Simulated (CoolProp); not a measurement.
Vapour-liquid equilibrium of trans-2-butene (1) + acetone (2) at 846 kPa; x and y are mole fractions of (1).

The numbers come from the multi-fluid Helmholtz-energy mixture model, Lemmon 2005 and Lemmon 2006; pair parameters Bell 2016 in CoolProp.

Give the bubble temperature and the first vapour's composition at x = 0.05, 0.65, 0.95. Is there an azeotrope?

x = 0.05: 398.6 K, y = 0.199; x = 0.65: 353.1 K, y = 0.842; x = 0.95: 346.8 K, y = 0.967. No azeotrope shows between x = 0.05 and 0.95.

The pair parameters rest on a limited set of measurements; away from them the model extrapolates.
